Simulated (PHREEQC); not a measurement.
A solution holds 0.0079 mol HF, 0.0046 mol KF and 0.00013 mol HCl per kg of water, at 25 °C. Closed to the air; pH follows from the charge balance.

The numbers come from PHREEQC with the ion-association model, wateq4f.dat.

Each row changes one thing in this solution. This is a speciation only: nothing precipitates in the calculation.

```json
[
 {"case": "as made", "pH": "3.04", "ionic strength (mol/kgw)": "0.00558", "HF (mol/kgw)": "0.00668", "F- (mol/kgw)": "0.00531"},
 {"case": "KF left out", "pH": "2.69", "ionic strength (mol/kgw)": "0.00214", "HF (mol/kgw)": "0.00568", "F- (mol/kgw)": "0.00196"},
 {"case": "temperature from 25 to 65 °C", "pH": "(withheld)", "ionic strength (mol/kgw)": "0.00514", "HF (mol/kgw)": "0.00727", "F- (mol/kgw)": "0.00486"},
 {"case": "HF from 0.0079 to 0.00158 mol/kgw", "pH": "3.66", "ionic strength (mol/kgw)": "0.00484", "HF (mol/kgw)": "0.00144", "F- (mol/kgw)": "0.00468"},
 {"case": "KF replaced by KHF2 at the same molality", "pH": "(withheld)", "ionic strength (mol/kgw)": "0.00603", "HF (mol/kgw)": "0.0104", "F- (mol/kgw)": "0.00568"},
 {"case": "HF from 0.0079 to 0.00079 mol/kgw", "pH": "(withheld)", "ionic strength (mol/kgw)": "0.00473", "HF (mol/kgw)": "0.000773", "F- (mol/kgw)": "0.00459"},
 {"case": "0.015 mol/kgw Na3PO4 added", "pH": "11.41", "ionic strength (mol/kgw)": "0.0710", "HF (mol/kgw)": "5.58e-11", "F- (mol/kgw)": "0.0123"},
 {"case": "0.001 mol/kgw HNO3 added", "pH": "2.93", "ionic strength (mol/kgw)": "0.00585", "HF (mol/kgw)": "0.00737", "F- (mol/kgw)": "0.00459"}
]
```

Q: Fill in the missing entries.

A: 
- temperature from 25 to 65 °C, pH: 3.30
- KF replaced by KHF2 at the same molality, pH: 2.88
- HF from 0.0079 to 0.00079 mol/kgw, pH: 3.92

H3PO4, which wateq4f.dat lacks, is added to it with the constant of phreeqc.dat. Constants without temperature data keep their 25 °C values here.
